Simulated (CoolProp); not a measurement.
Model: reference Helmholtz-energy equation of state, Thol 2017, in CoolProp.

### Question
Give the vapour pressure (MPa), vapour density (kg/m³), liquid cp (kJ/(kg K)), surface tension (mN/m) of saturated octamethyltrisiloxane (MDM) at 161.05 °C.

### Answer
```
T (°C)  p (MPa)  vapour density (kg/m³)  liquid cp (kJ/(kg K))  surface tension (mN/m)
------  -------  ----------------------  ---------------------  ----------------------
161.05    0.126                    9.05                   2.14                    5.81
```

Surface tension comes from a separate correlation (Mulero 2014), older than this fluid's equation and unchecked against measurements.
